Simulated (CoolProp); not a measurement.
Octamethylcyclotetrasiloxane (D4) along the isotherm 604.9 K: Z from the reference equation and from simpler models built on Tc = 586.5 K, pc = 13.47 bar, ω = 0.598; each cubic takes its own stable root.

Computed with CoolProp (reference Helmholtz-energy equation of state, Thol 2015).

```tsv
p (bar)	phase	reference
0.213	gas	0.9950
0.359	gas	0.9916
0.607	gas	0.9858
1.02	gas	0.9760
1.73	gas	0.9588
2.92	gas	0.9291
4.92	gas	0.8762
8.3	gas	0.7761
14	supercritical	0.5487
23.7	supercritical	0.3005
39.9	supercritical	0.4324
67.4	supercritical	0.6650
```

Question: How far does each simpler model (Soave-Redlich-Kwong, Peng-Robinson) lie from the reference over these 12 states: mean and median of the absolute difference, and the worst?

Answer: 
- Soave-Redlich-Kwong: mean 4.1 %, median 0.5 %, worst +20.3 % at 604.9 K and 23.7 bar
- Peng-Robinson: mean 1.5 %, median 0.6 %, worst +9.7 % at 604.9 K and 23.7 bar
